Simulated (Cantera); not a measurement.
Charge: 1 mol Fe(CO)₅, 0.76 mol O₂, 0.62 mol H₂, at 1400 °C and 0.470 bar.

Cantera equilibrium calculation (NASA polynomials, part measured and part estimated; ideal gas, pure solids and liquids). Candidate condensed phases: C, C₆H₆, C₇H₈, C₈H₁₈, Fe, Fe(CO)₅, FeO, Fe(OH)₂, Fe(OH)₃, Fe₂O₃, Fe₃O₄, H₂O; 114 gas species. Mutual solubility and eutectic melting of coexisting phases are not modelled. The tables' stoichiometric FeO is somewhat more stable than real wüstite, so its field is too wide. FeO: taken at fixed stoichiometry. Rates play no part.

Base state: CO 0.778, CO₂ 0.111, H₂ 0.0749, H₂O 0.0354, H 4.55e-5 (mole fractions); condensed: Fe(δ) + FeO(l).

What changes in the equilibrium state with this change: H₂ from 0.62 to 60 mol?


| species | before | after |
|---|---|---|
| H₂ | 0.0749 | 0.900 |
| CO | 0.778 | 0.0763 |
| H₂O | 0.0354 | 0.0228 |
| CO₂ | 0.111 | 0.000585 |
| H | 4.55e-5 | 0.000158 |
| Fe(δ), mol | 0.304 | 0.999 |
| FeO(l), mol | 0.696 | 0 |
